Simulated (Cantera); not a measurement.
What does this Cantera script print?

```python
import numpy as np
import cantera as ct

gas_names = """
    C CN CO CO2 C2 CCN CNC C2N2 C2O C3 C3O2 C4 C4N2 C5 N NCO NO NO2 NO3 N2 N2O O O2 O3 Si SiC SiC2 SiN
    SiO SiO2 Si2 Si2C Si2N Si3
""".split()
cond_names = """
    C(gr) Si(cr) Si(L) SiC(b) SiO2(Lqz) SiO2(hqz) SiO2(L) Si2N2O(s) Si3N4(a)
""".split()


# ... load() reads the species with a 1 bar reference pressure and builds the phases ...
atoms = {
    'SiC': {'Si': 1, 'C': 1},
    'O2': {'O': 2},
    'N2': {'N': 2},
}
top_T = {'C(gr)': 4500, 'SiC(b)': 3050, 'Si2N2O(s)': 2100, 'Si3N4(a)': 2400}  # K; cautious upper limits of use, not melting points


# ... equilibrate(T, P, feed) seeds the gas with the atoms and calls Mixture.equilibrate('TP', solver="vcs", rtol=1e-11, max_steps=5000) ...
results = []
feed = {'SiC': 1, 'O2': 0.0096, 'N2': 4.7}  # mol
P = 12  # Pa
for T in [1273, 1323, 1373, 1423, 1473, 1523, 1573, 1623, 1673, 1723, 1773, 1823, 1873]:
    mix = equilibrate(T, P, feed)
    results.append((T, P, feed, dict(zip(mix.species_names, mix.species_moles))))

top = {s: max(r[3][s] / sum(r[3][g] for g in gas_names) for r in results) for s in gas_names}
cols = sorted((s for s in top if top[s] > 0.0001), key=lambda s: -top[s])[:5]
seen = [c for c in cond_names if any(r[3].get(c, 0) > 1e-12 for r in results)]
print("log10 of partial pressures in bar; condensed amounts in mol")
print(f"{'T/K':>10s}" + "".join(f"{s[:9]:>10s}" for s in cols + seen))
for T, P, feed, n in results:
    ng = sum(n[g] for g in gas_names)
    print(f"{T:10.4g}" + "".join(f"{np.log10(max(n[s] / ng * P / 1e5, 1e-99)):10.3f}" for s in cols)
          + "".join(f"{n.get(c, 0):10.4g}" for c in seen))
```

It prints:

```
log10 of partial pressures in bar; condensed amounts in mol
       T/K        N2        CO        Si       SiO    SiC(b) Si2N2O(s)
      1273    -3.922    -6.487   -13.108    -9.230    0.9872  0.006385
      1323    -3.922    -6.488   -11.953    -8.409    0.9873  0.006298
      1373    -3.922    -6.496   -10.881    -7.651    0.9875  0.005816
      1423    -3.922    -6.538    -9.874    -6.959    0.9886  0.003524
      1473    -3.923    -6.612    -9.068    -6.613    0.9904         0
      1523    -3.923    -6.610    -8.513    -6.615    0.9903         0
      1573    -3.923    -6.603    -7.998    -6.622    0.9902         0
      1623    -3.923    -6.586    -7.526    -6.640    0.9898         0
      1673    -3.923    -6.548    -7.111    -6.689    0.9888         0
      1723    -3.923    -6.481    -6.769    -6.804    0.9869         0
      1773    -3.924    -6.401    -6.521    -7.045    0.9842         0
      1823    -3.924    -6.343    -6.384    -7.482    0.9819         0
      1873    -3.924    -6.321    -6.333    -8.086    0.9805         0
```

Method: chemical equilibrium by Gibbs-energy minimisation in Cantera with the NASA 1993 tables (ideal gas, pure condensed phases). N2 is the only nitrogen source here; it is nearly inert below about 1500 K, so the nitride shown seldom forms there in practice. Mutual solubility and eutectic melting of coexisting phases are not modelled. The tables' values for SiN are old estimates; treat these amounts as uncertain.
